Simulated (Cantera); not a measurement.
Fluorocarbon and chlorocarbon gases: CH3F + CH4 + H2

Feed: 1 mol CH3F, 0.01 mol CH4, 5.4 mol H2, held at 50.0 mbar.

These are equilibrium values from Cantera (NASA tables, ideal gas, pure condensed phases), not measurements of a reactor. Candidate condensed phases: C, C6H6, C7H8, C8H18; 110 gas species. Ions and electrons are included (thermal ionisation). The numbers say what is thermodynamically allowed, not how fast it happens.

From 2000 K to 3000 K the condensed part is C(graphite). From 3250 K to 5000 K nothing is condensed. The main C-bearing gas is C2H2 (acetylene) at 2000 K and C at 5000 K.

```csv
T (K),x H,x H2,x HF,x C,x F,x C2H2 (acetylene),x C3,n C(graphite)
2000,0.00674,0.858,0.134,6.09e-10,4.34e-7,0.000659,5.54e-10,1.00
2250,0.0303,0.834,0.133,7.29e-8,4.89e-6,0.00279,1.30e-7,0.968
2500,0.0983,0.765,0.128,3.33e-6,3.44e-5,0.00828,9.94e-6,0.878
2750,0.241,0.621,0.118,7.55e-5,0.000173,0.0175,0.000337,0.683
3000,0.451,0.407,0.102,0.00101,0.000700,0.0253,0.00624,0.184
3250,0.662,0.213,0.0837,0.00532,0.00245,0.00884,0.0145,0
3500,0.794,0.0904,0.0672,0.0165,0.00796,0.00149,0.0125,0
3750,0.845,0.0355,0.0479,0.0359,0.0210,0.000177,0.00595,0
4000,0.860,0.0146,0.0269,0.0534,0.0385,1.44e-5,0.00133,0
4250,0.866,0.00651,0.0125,0.0605,0.0515,9.91e-7,0.000180,0
4500,0.870,0.00316,0.00550,0.0626,0.0580,7.82e-8,2.41e-5,0
4750,0.871,0.00165,0.00248,0.0632,0.0608,7.73e-9,3.75e-6,0
5000,0.872,0.000919,0.00118,0.0634,0.0620,9.52e-10,6.92e-7,0
```
x: gas mole fraction; n: condensed amount in mol.
